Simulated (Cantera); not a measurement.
Feed: 1 mol TiCl₄, 18 mol H₂O, equilibrated at 13.3 mbar.

These are equilibrium values from Cantera (NASA tables, ideal gas, pure condensed phases), not measurements of a reactor. Candidate condensed phases: H₂O, Ti, TiCl₂, TiCl₃, TiCl₄, TiO, TiO₂, Ti₂O₃, Ti₃O₅, Ti₄O₇; 23 gas species. Gases not in the tables: TiO(OH)₂. The numbers say what is thermodynamically allowed, not how fast it happens.

**Question.** At 1377 °C, list the 5 most abundant gas species with their mole fractions, and the condensed phases.

**Answer.** H₂O 0.796, HCl 0.197, H₂ 0.00292, Cl 0.00225, O₂ 0.000770. Condensed: TiO₂(rutile).
